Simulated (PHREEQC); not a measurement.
Make-up at 25 °C: 9.8 mmol/kgw TMAH and 3.1 mmol/kgw H3BO3. It is in equilibrium with CO2 at log p = -3.4 (atm). Otherwise closed; pH follows from the charge balance.

Model: ion-association model, wateq4f.dat, run in PHREEQC.

This is a speciation only: nothing precipitates in the calculation.

**Question.** Estimate the pH, ionic strength.

**Answer.** pH 9.05; ionic strength 0.0103 mol/kgw.

**Question.** In which forms is C present?

**Answer.** HCO3- 93 %, CO3-2 6.6 % of the C.

Species that the database lacks are ignored. (CH3)4N+ isn't in the database: it is added as a free cation with an ion size of 4 Å.
